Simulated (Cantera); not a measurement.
An isothermal, constant-pressure homogeneous reactor starts with H2 : O2 = 0.0051 : 1 (molar parts), equivalence ratio 0.0026, at 1375 K and 2.25 Torr. Integrator tolerance rtol = 1e-08.

Cantera simulation using GRI-Mech 3.0 (53 species, 325 reactions); the numbers are that mechanism's predictions, not measurements. Radical loss at walls, strong at low pressure, is not modelled.

Task: What does this change do: pressure from 2.25 Torr to 9.00 Torr?

Result: 
| quantity | before | after |
|---|---|---|
| x(H2) at 7.00 s | 7.09e-6 (gas-phase equilibrium 2.86e-8) | 5.29e-7 (gas-phase equilibrium 1.43e-8) |
| x(O2) at 7.00 s | 0.992 (gas-phase equilibrium 0.995) | 0.995 (gas-phase equilibrium 0.995) |
| x(OH) at 7.00 s | 0.000534 (gas-phase equilibrium 3.40e-5) | 0.000146 (gas-phase equilibrium 2.40e-5) |
| x(H) at 7.00 s | 4.39e-5 (gas-phase equilibrium 1.06e-8) | 8.52e-7 (gas-phase equilibrium 3.77e-9) |
| x(H2O) at 7.00 s | 0.00478 (gas-phase equilibrium 0.00507) | 0.00501 (gas-phase equilibrium 0.00507) |
| x(HO2) at 7.00 s | 4.27e-8 (gas-phase equilibrium 1.24e-8) | 3.45e-8 (gas-phase equilibrium 1.76e-8) |
